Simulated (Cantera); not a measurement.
Input: 1 mol TiO₂, 0.49 mol CH₄, 0.47 mol H₂, 17 mol CO, at 790 Pa.

Method: chemical equilibrium by Gibbs-energy minimisation in Cantera with the NASA 1993 tables (ideal gas, pure condensed phases). Candidate condensed phases: C, C₆H₆, C₇H₈, C₈H₁₈, H₂O, Ti, TiC, TiO, TiO₂, Ti₂O₃, Ti₃O₅, Ti₄O₇; 113 gas species. Mutual solubility and eutectic melting of coexisting phases are not modelled. Condensed phases not in the tables: Magnéli phases beyond Ti₄O₇. Equilibrium is a limit: real reactors are often held back by kinetics, nucleation or transport.

x: gas mole fraction; n: condensed amount in mol.

| T (K) | x CO | x H₂ | x CO₂ | x H | x H₂O | x CH₄ | n C(graphite) | n TiO₂(rutile) | n Ti₃O₅(s) | n Ti₂O₃(s) |
|---|---|---|---|---|---|---|---|---|---|---|
| 1023 | 0.919 | 0.0786 | 0.00239 | 1.31e-8 | 0.000156 | 3.66e-6 | 0.537 | 1.00 | 0 | 0 |
| 1123 | 0.921 | 0.0786 | 0.000405 | 1.34e-7 | 3.77e-5 | 1.43e-6 | 0.498 | 1.00 | 0 | 0 |
| 1223 | 0.923 | 0.0772 | 9.25e-5 | 9.40e-7 | 1.13e-5 | 6.27e-7 | 0.159 | 0 | 0.333 | 0 |
| 1323 | 0.923 | 0.0765 | 4.80e-5 | 4.94e-6 | 7.38e-6 | 1.74e-7 | 0 | 0 | 0.0179 | 0.473 |
| 1423 | 0.923 | 0.0765 | … | … | … | … | 0 | 0 | … | 0.476 |
| 1523 | 0.923 | 0.0765 | 0.000135 | 7.19e-5 | 3.00e-5 | 2.88e-9 | 0 | 0 | 0.0137 | 0.479 |
| 1623 | 0.923 | 0.0764 | … | … | … | … | 0 | 0 | … | 0.485 |
| 1723 | 0.923 | 0.0762 | 0.000302 | 0.000566 | 8.74e-5 | 1.25e-10 | 0 | 0 | 0.00526 | 0.492 |
| 1823 | 0.922 | 0.0757 | 0.000400 | 0.00134 | 0.000128 | 3.54e-11 | 0 | 0 | 0 | 0.500 |

Complete the blanks.


- 1623, x CO₂: 0.000207
- 1623, x H: 0.000215
- 1623, x H₂O: 5.31e-5
- 1623, x CH₄: 5.43e-10
- 1623, n Ti₃O₅(s): 0.0101
- 1423, x CO₂: 8.32e-5
- 1423, x H: 2.07e-5
- 1423, x H₂O: 1.56e-5
- 1423, x CH₄: 1.94e-8
- 1423, n Ti₃O₅(s): 0.0163
